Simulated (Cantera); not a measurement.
Gas mixture: CO2 : N2O = 0.15 : 0.21 (molar parts), at 3750 Torr, frozen composition.

Cantera's kinetic-theory transport with the Lennard-Jones parameters of GRI-Mech 3.0, ideal gas; thermal conductivity in the multicomponent form. The composition is frozen, though it would react at the higher temperatures.

One state of this run: ρ (kg/m³) = 2.04; cp (J/kg/K) = 1306; μ (µPa s) = 48.5; λ (mW/m/K) = 86.3; Pr = 0.734; D (cm²/s) C2H2 = 0.342; D (cm²/s) O = 0.641; D (cm²/s) N2 = 0.407. D: mixture-averaged diffusion coefficient of that species in the mixture.

Problem. Which value of T (K) does it belong to?
(A) 1150
(B) 1300
(C) 1450
(D) 1000

Solution. B, 1300
